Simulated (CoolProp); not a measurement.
Isopentane along the isobar 4.66 MPa: fugacity coefficient from the reference equation and from simpler models built on Tc = 187.2 °C, pc = 3.378 MPa, ω = 0.227; each cubic takes its own stable root.

Values from CoolProp's reference Helmholtz-energy equation of state, Lemmon 2006. It is a short technical equation, of lower accuracy than the large ones.

| T (°C) | phase | reference | van der Waals | Peng-Robinson |
|---|---|---|---|---|
| -49.35 | liquid | 0.0006472 | 0.02437 | [?] |
| -40.45 | liquid | 0.001153 | 0.03113 | 0.001188 |
| -31.45 | liquid | 0.001965 | 0.03912 | 0.002004 |
| -22.55 | liquid | [?] | 0.04823 | 0.003221 |
| -13.55 | liquid | 0.004978 | 0.05870 | [?] |
| -4.65 | liquid | 0.007477 | 0.07032 | 0.007488 |
| 4.35 | liquid | 0.01092 | [?] | 0.01090 |
| 13.25 | liquid | 0.01545 | 0.09756 | 0.01537 |
| 22.25 | liquid | 0.02135 | 0.1132 | [?] |
| 31.15 | liquid | 0.02873 | 0.1299 | 0.02851 |
| 40.15 | liquid | 0.03797 | 0.1481 | [?] |
| 49.05 | liquid | 0.04904 | [?] | 0.04860 |
| 58.05 | liquid | 0.06240 | 0.1876 | [?] |
| 66.95 | liquid | 0.07789 | 0.2089 | 0.07721 |

Question: Some entries are withheld; supply them.

Answer: 
- -49.35, Peng-Robinson: 0.0006746
- -22.55, reference: 0.003182
- -13.55, Peng-Robinson: 0.005008
- 4.35, van der Waals: 0.08337
- 22.25, Peng-Robinson: 0.02121
- 40.15, Peng-Robinson: 0.03764
- 49.05, van der Waals: 0.1672
- 58.05, Peng-Robinson: 0.06184
